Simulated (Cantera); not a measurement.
An isothermal, constant-pressure homogeneous reactor starts with CH4 : CO2 = 1 : 1.7 (molar parts), at 2073 K and 0.730 atm. Integrator tolerance rtol = 1e-08.

Computed with Cantera and GRI-Mech 3.0 (53 species, 325 reactions).

**Question.** What does this change do: temperature 2073 to 1598 K?

**Answer.** 
```
quantity                                              before                                    after
-----------------  -----------------------------------------  ---------------------------------------
x(CH4) at 2.00 s     2.26e-9 (gas-phase equilibrium 2.54e-9)   0.0176 (gas-phase equilibrium 1.48e-7)
x(CO2) at 2.00 s       0.0387 (gas-phase equilibrium 0.0387)     0.112 (gas-phase equilibrium 0.0517)
x(C2H2) at 2.00 s  3.37e-12 (gas-phase equilibrium 3.78e-12)  0.0489 (gas-phase equilibrium 1.15e-11)
x(CH2) at 2.00 s   1.80e-12 (gas-phase equilibrium 2.01e-12)   1.55e-8 (gas-phase equilibrium <1e-12)
x(H2) at 2.00 s          0.314 (gas-phase equilibrium 0.314)      0.223 (gas-phase equilibrium 0.328)
x(CO) at 2.00 s          0.535 (gas-phase equilibrium 0.535)      0.423 (gas-phase equilibrium 0.523)
x(C2H6) at 2.00 s      <1e-12 (gas-phase equilibrium <1e-12)   4.69e-6 (gas-phase equilibrium <1e-12)
```
